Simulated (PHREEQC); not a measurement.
Make-up at 25 °C: 3.9 mol/kgw NaCl and 0.00013 mol/kgw H4SiO4. Closed to the air; pH follows from the charge balance.

All values are PHREEQC results (Pitzer model, pitzer.dat), not measurements.

| quantity | before | after |
|---|---|---|
| pH | 6.19 | 6.60 |
| ionic strength (mol/kgw) | 3.90 | 3.90 |

Task: What was changed between the two runs?
(A) 1.8 mol/kgw Na2SO4 added
(B) NaCl left out
(C) H4SiO4 left out
(D) diluted 2-fold with water

Result: C, H4SiO4 left out

Precipitation was switched off in this run. In brines, pH and single-ion activities rest on the MacInnes convention.
